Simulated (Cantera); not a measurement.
Charge: 1 mol CsCl, 0.19 mol O2, 0.56 mol N2, at 1000 K and 51.0 Pa.

Method: chemical equilibrium by Gibbs-energy minimisation in Cantera with the NASA 1993 tables (ideal gas, pure condensed phases). Rates play no part.

```csv
species,before,after
N2,0.345,0.687
O2,0.117,0.233
CsCl,0.461,0.0534
Cs2Cl2,0.0771,0.0270
NO,1.54e-5,3.08e-5
"CsCl(l), mol",0,0.912
```
Gas species are given as mole fractions.

Question: Which change was made?
A. pressure from 51.0 Pa to 1330 Pa
B. N2 from 0.56 to 120 mol
C. pressure from 51.0 Pa to 8800 Pa
D. temperature from 1000 K to 2125 K

Answer: A, pressure from 51.0 Pa to 1330 Pa
